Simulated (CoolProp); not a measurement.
Vapour-liquid equilibrium of isohexane (1) + n-heptane (2) at 414.9 K; x and y are mole fractions of (1).

Values from CoolProp's multi-fluid Helmholtz-energy mixture model, Lemmon 2006 and Span 2003; pair parameters Bell 2016.

| x | bubble pressure, mixture model (bar) | bubble pressure, Raoult's law (bar) | y, mixture model | y, Raoult's law |
|---|---|---|---|---|
| 0.05 | … | 3.338 | 0.103 | 0.115 |
| 0.15 | 3.749 | 3.798 | 0.276 | 0.304 |
| 0.25 | … | 4.258 | 0.416 | 0.453 |
| 0.35 | 4.617 | 4.718 | … | 0.572 |
| 0.45 | 5.061 | 5.178 | 0.633 | 0.670 |
| 0.55 | 5.515 | 5.638 | 0.719 | 0.752 |
| 0.65 | 5.981 | 6.098 | 0.795 | 0.822 |
| 0.75 | 6.458 | 6.559 | 0.861 | 0.882 |
| 0.85 | 6.948 | 7.019 | 0.921 | 0.934 |
| 0.95 | 7.452 | 7.479 | 0.975 | 0.979 |

Problem. Complete the blanks.

Solution. 
- 0.05, bubble pressure, mixture model (bar): 3.322
- 0.25, bubble pressure, mixture model (bar): 4.180
- 0.35, y, mixture model: 0.533

The largest gap from Raoult's law is -2.3 % in bubble pressure, at x = 0.45. No azeotrope shows between x = 0.05 and 0.95.

Pair parameters are fitted to limited data, so mixtures are less certain than the pure fluids.
